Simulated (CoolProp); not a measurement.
Properties of R1224YDZ along the isobar 8.38 MPa (Tc = 428.7 K, pc = 3.334 MPa, ω = 0.325).

Model: reference Helmholtz-energy equation of state, Akasaka 2023, in CoolProp.

```csv
T (K),phase,density (kg/m³),speed of sound (m/s),expansivity (1/kK),fugacity coefficient
191.7,liquid,1636,1084,1.403,4.209e-5
197.1,liquid,1623,1061,1.411,7.170e-5
202.4,liquid,1611,[?],1.419,0.0001169
207.8,liquid,1599,1015,1.429,0.0001865
213.1,liquid,1587,993.3,1.439,0.0002869
218.5,liquid,1574,971.0,1.450,0.0004332
223.8,liquid,1562,949.4,1.463,0.0006339
229.2,liquid,[?],927.8,1.477,0.0009136
234.6,liquid,1537,906.4,1.491,0.001290
239.9,liquid,[?],885.7,1.507,0.001775
245.3,liquid,1513,865.0,1.524,0.002414
250.6,liquid,1501,844.9,1.543,0.003213
256,liquid,1488,824.7,1.563,0.004234
```

### Question
What belongs in the gaps?

### Answer

- 202.4, speed of sound (m/s): 1038
- 229.2, density (kg/m³): 1550
- 239.9, density (kg/m³): 1525
